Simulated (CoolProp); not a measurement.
Properties of propylene glycol along the isotherm 620 K.

Model: reference Helmholtz-energy equation of state, Eisenbach 2021, in CoolProp.

```json
[
 {"p (MPa)": "4.86", "phase": "liquid", "density (kg/m³)": "677.0", "cv (kJ/(kg K))": "3.280", "fugacity coefficient": "0.5507"},
 {"p (MPa)": "9.72", "phase": "liquid", "density (kg/m³)": "699.5", "cv (kJ/(kg K))": "3.256", "fugacity coefficient": "0.3056"},
 {"p (MPa)": "14.6", "phase": "liquid", "density (kg/m³)": "717.0", "cv (kJ/(kg K))": "3.240", "fugacity coefficient": "0.2252"},
 {"p (MPa)": "19.4", "phase": "liquid", "density (kg/m³)": "731.3", "cv (kJ/(kg K))": "3.229", "fugacity coefficient": "0.1869"},
 {"p (MPa)": "24.3", "phase": "liquid", "density (kg/m³)": "743.9", "cv (kJ/(kg K))": "3.220", "fugacity coefficient": "0.1646"},
 {"p (MPa)": "29.2", "phase": "liquid", "density (kg/m³)": "755.0", "cv (kJ/(kg K))": "3.213", "fugacity coefficient": "0.1508"},
 {"p (MPa)": "34", "phase": "liquid", "density (kg/m³)": "764.9", "cv (kJ/(kg K))": "3.207", "fugacity coefficient": "0.1422"},
 {"p (MPa)": "38.9", "phase": "liquid", "density (kg/m³)": "774.0", "cv (kJ/(kg K))": "3.202", "fugacity coefficient": "0.1365"},
 {"p (MPa)": "43.8", "phase": "liquid", "density (kg/m³)": "782.4", "cv (kJ/(kg K))": "3.199", "fugacity coefficient": "0.1331"},
 {"p (MPa)": "48.6", "phase": "liquid", "density (kg/m³)": "790.0", "cv (kJ/(kg K))": "3.196", "fugacity coefficient": "0.1313"},
 {"p (MPa)": "53.5", "phase": "liquid", "density (kg/m³)": "797.3", "cv (kJ/(kg K))": "3.193", "fugacity coefficient": "0.1306"},
 {"p (MPa)": "58.3", "phase": "liquid", "density (kg/m³)": "804.1", "cv (kJ/(kg K))": "3.191", "fugacity coefficient": "0.1309"},
 {"p (MPa)": "63.2", "phase": "liquid", "density (kg/m³)": "810.5", "cv (kJ/(kg K))": "3.189", "fugacity coefficient": "0.1321"},
 {"p (MPa)": "68.1", "phase": "liquid", "density (kg/m³)": "816.7", "cv (kJ/(kg K))": "3.188", "fugacity coefficient": "0.1340"},
 {"p (MPa)": "72.9", "phase": "liquid", "density (kg/m³)": "822.4", "cv (kJ/(kg K))": "3.187", "fugacity coefficient": "0.1365"}
]
```
